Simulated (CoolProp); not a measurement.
A single-stage vapour-compression cycle with the fluid: evaporating at 216.15 K (dew point), condensing at 259.15 K (bubble point), superheat 0 K, subcooling 5 K, compressor efficiency 0.65, no pressure losses. The same conditions are run with several fluids, on thermodynamics alone (safety and materials aside).

Values from CoolProp's reference Helmholtz-energy equation of state of each fluid (R13: Platzer 1990; propylene: Lemmon 2013; CH2F2 (R32): Tillner-Roth 1997; C2F6 (R116): Lemmon 2006; chlorine: Thol 2021; R143a: Lemmon and Jacobsen 2000). The equations of Platzer and Polt are older, rougher fits.

Task: Rank R13, propylene, CH2F2 (R32), C2F6 (R116), chlorine, R143a by cooling COP, highest first.

Result: propylene (2.86), R143a (2.83), CH2F2 (R32) (2.76), chlorine (2.74), R13 (2.62), C2F6 (R116) (2.41)

| fluid | pressure ratio | discharge temperature (K) | refrigerating effect (kJ/kg) | volumetric capacity (kJ/m³) |
|---|---|---|---|---|
| R13 | 4.28 | 291.5 | 98.2 | 1990 |
| propylene | 5.80 | 310.5 | 364 | 567 |
| CH2F2 (R32) | 6.61 | 362.1 | 326 | 749 |
| C2F6 (R116) | 4.51 | 269.1 | 66.1 | 1550 |
| chlorine | 6.97 | 417.7 | 264 | 342 |
| R143a | 6.28 | 297.3 | 182 | 549 |
